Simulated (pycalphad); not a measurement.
Source of the numbers: pycalphad with the COST 507 light-alloy database (1999); pressure 1 atm. The database dates from 1999; later assessments differ in places, in temperatures and in the compounds included. The system is extrapolated from its subsystems; higher-order compounds may be missing. Phase fractions are per mole of atoms.

### Question
Give the equilibrium state of Al-1.451Si-7.419Sn (wt.%) at 650 K.

### Answer
FCC_A1, fraction 0.968, with 0.19 Si, 0.18 Sn wt.%; LIQUID, fraction 0.019, with <0.01 Si, 97.7 Sn wt.%; DIAMOND_A4, fraction 0.013, with >99.99 Si, <0.01 Sn wt.%.

### Question
Give the equilibrium state of Al-1.451Si-7.419Sn (wt.%) at 900 K.

### Answer
LIQUID, fraction 0.572, with 2.3 Si, 12.2 Sn wt.%; FCC_A1, fraction 0.428, with 0.27 Si, 0.42 Sn wt.%.

FCC_A1 is fcc; DIAMOND_A4 is diamond (Si).
